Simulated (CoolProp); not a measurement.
Computed with CoolProp (reference Helmholtz-energy equation of state, de Reuck 1993).

Give the vapour pressure (kPa), surface tension (mN/m), vapour viscosity (µPa s) of saturated methanol at 279, 290.1, 356.9 K.


```csv
T (K),p (kPa),surface tension (mN/m),vapour viscosity (µPa s)
279,5.82,23.8,9.02
290.1,11.0,22.8,9.37
356.9,207,17.1,11.4
```

Viscosity comes from a separate model (Xiang 2006). Surface tension comes from a separate correlation (Mulero 2012).
